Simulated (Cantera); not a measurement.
An isothermal, constant-pressure homogeneous reactor starts with 40.7 % CH4, 52.8 % H2, 6.50 % H2O, at 1450 K and 0.0180 bar.

Computed with Cantera and GRI-Mech 3.0 (53 species, 325 reactions). GRI-Mech 3.0 stops at C3 and has no aromatics, soot or wall deposition, so with more carbon than oxygen in the feed, carbon stays in small species such as C2H2 where larger ones or solid carbon would form. Radical loss at walls, strong at low pressure, is not modelled.

Q: Predict: x(CH4) at 100 s; x(H2) at 100 s; x(C2H4) at 100 s; x(C2H6) at 100 s; x(C2H2) at 100 s; x(CH2) at 100 s.

A: 
| Item | Result |
|---|---|
| x(CH4) at 100 s | 0.0509 (gas-phase equilibrium 0.00682) |
| x(H2) at 100 s | 0.779 (gas-phase equilibrium 0.835) |
| x(C2H4) at 100 s | 0.000866 (gas-phase equilibrium 0.000801) |
| x(C2H6) at 100 s | 2.90e-6 (gas-phase equilibrium 1.54e-7) |
| x(C2H2) at 100 s | 0.121 (gas-phase equilibrium 0.113) |
| x(CH2) at 100 s | 3.53e-9 (gas-phase equilibrium 6.42e-10) |
